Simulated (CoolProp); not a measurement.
Model: reference Helmholtz-energy equation of state, Schmidt 1985, in CoolProp.

Q: Give the vapour pressure (MPa), enthalpy of vaporisation (kJ/kg), liquid cp (kJ/(kg K)) of saturated oxygen at 133.3, 149.4 K.

A: 
| T (K) | p (MPa) | enthalpy of vaporisation (kJ/kg) | liquid cp (kJ/(kg K)) |
|---|---|---|---|
| 133.3 | 2.05 | 145 | 2.28 |
| 149.4 | 4.12 | 83.2 | 5.00 |
